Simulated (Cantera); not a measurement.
A closed system holds: 1 mol Cr, 0.17 mol O2, 9.6 mol N2, at 2625 K and 10.0 Torr.

Equilibrium computed with Cantera from the NASA thermochemical tables; the gas is ideal and each condensed phase is pure. Candidate condensed phases: Cr, CrN, Cr2N, Cr2O3; 14 gas species. Kinetics and transport are ignored.

Base state: N2 0.899, Cr 0.0714, CrO 0.0207, O 0.00529, CrO2 0.00163, NO 0.00155, O2 0.000549 (mole fractions); condensed: gas only.

Q: What changes in the equilibrium state with this change: temperature from 2625 K to 1748.15 K?

A: 
```
species          before    after
-------------  --------  -------
N2                0.899    0.997
Cr               0.0714  0.00328
CrO              0.0207  8.08e-6
O               0.00529    <1e-9
O2             0.000549    <1e-9
NO              0.00155  1.22e-8
Cr(s), mol            0    0.742
Cr2O3(s), mol         0    0.113
```
Mutual solubility and eutectic melting of coexisting phases are not modelled.

Q: What changes in the equilibrium state with this change: O2 from 0.17 to 0.021 mol?

A: 
```tsv
species	before	after
N2	0.899	0.905
Cr	0.0714	0.0912
CrO	0.0207	0.00309
O2	0.000549	7.52e-6
CrO2	0.00163	2.86e-5
O	0.00529	0.000619
NO	0.00155	0.000182
```

Q: What changes in the equilibrium state with this change: pressure from 10.0 Torr to 100 Torr?

A: 
| species | before | after |
|---|---|---|
| N2 | 0.899 | 0.904 |
| Cr | 0.0714 | 0.0664 |
| CrO | 0.0207 | 0.0252 |
| O | 0.00529 | 0.000696 |
| O2 | 0.000549 | 9.50e-5 |
| NO | 0.00155 | 0.000646 |
| CrO2 | 0.00163 | 0.00263 |
